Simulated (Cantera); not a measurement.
Charge: 1 mol SiCl₄, 0.044 mol C₂H₄, 1600 mol H₂, at 30.0 mbar.

These are equilibrium values from Cantera (NASA tables, ideal gas, pure condensed phases), not measurements of a reactor. Candidate condensed phases: C, C₆H₆, C₇H₈, C₈H₁₈, Si, SiC; 109 gas species. Gases not in the tables: Si₂H₆ and higher silanes. Kinetics and transport are ignored. All values below are at 2050 K.

Base state: H₂ 0.984, H 0.0130, HCl 0.00244, Si 0.000513, SiH 5.33e-5, SiH₂ 2.74e-5, Cl 2.39e-5, C₂H₂ (acetylene) 2.19e-5 (mole fractions); condensed: gas only.

Q: What changes in the equilibrium state with this change: H₂ from 1600 to 78 mol?

A: 
| species | before | after |
|---|---|---|
| H₂ | 0.984 | 0.939 |
| HCl | 0.00244 | 0.0406 |
| H | 0.0130 | 0.0127 |
| SiCl₂ | 2.73e-6 | 0.00398 |
| SiCl | 5.14e-6 | 0.000440 |
| Si₂ | 1.19e-6 | 3.00e-5 |
| Cl | 2.39e-5 | 0.000407 |
| Si₂C | 7.58e-6 | 8.67e-5 |
| C₂H₂ (acetylene) | 2.19e-5 | 4.30e-6 |
| Si(l), mol | 0 | 0.301 |
| SiC(s), mol | 0 | 0.0801 |
Mutual solubility and eutectic melting of coexisting phases are not modelled. The tables' values for SiCl are old estimates; treat these amounts as uncertain.
